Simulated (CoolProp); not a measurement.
Model: reference Helmholtz-energy equation of state, Wu 2012, in CoolProp.

Problem. For fluoroethane (R161), give the phase and the Z, cp (kJ/(kg K)), cv (kJ/(kg K)), speed of sound (m/s) at 213.8 K and 0.101 MPa.

Solution. 
- 213.8 K and 0.101 MPa: liquid; Z 0.00322, cp 1.92, cv 1.35, speed of sound 1230
